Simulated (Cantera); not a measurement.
Input: 1 mol CuO, 0.68 mol H2, a varied amount of N2, at 2048.15 K and 0.0300 bar.

Method: chemical equilibrium by Gibbs-energy minimisation in Cantera with the NASA 1993 tables (ideal gas, pure condensed phases). Candidate condensed phases: Cu, CuO, Cu(OH)2, Cu2O, H2O; 27 gas species. Rates play no part.

Task: Which condensed phases are stable at each of these points (n(N2) (mol)): 2, 2.9, 4.3, 6.3, 9.2, 14, 20, 29, 43, 64, 94?

Result: 
```csv
n(N2) (mol),condensed phases,Cu condensed (%)
2,Cu(l),17.3
2.9,gas only,0.0
4.3,gas only,0.0
6.3,gas only,0.0
9.2,gas only,0.0
14,gas only,0.0
20,gas only,0.0
29,gas only,0.0
43,gas only,0.0
64,gas only,0.0
94,gas only,0.0
```

At 2 mol N2 the condensed part is Cu(l). From 2.9 mol N2 to 94 mol N2 nothing is condensed.
